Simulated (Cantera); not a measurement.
A closed system holds: 1 mol N2O, 0.051 mol H2, equilibrated at 1973.15 K and 19.0 bar.

These are equilibrium values from Cantera (NASA tables, ideal gas, pure condensed phases), not measurements of a reactor. Candidate condensed phases: H2O; 24 gas species. Equilibrium is a limit: real reactors are often held back by kinetics, nucleation or transport.

Base state: N2 0.651, O2 0.307, H2O 0.0331, NO 0.00781, OH 0.000543, NO2 7.47e-5, O 6.90e-5 (mole fractions); condensed: gas only.

Q: What changes in the equilibrium state with this change: temperature from 1973.15 K to 2625 K?

A: 
```
species   before     after
-------  -------  --------
N2         0.651     0.638
O2         0.307     0.292
H2O       0.0331    0.0301
NO       0.00781    0.0301
H        5.56e-7  0.000113
O        6.90e-5   0.00323
H2       3.22e-6  0.000135
```
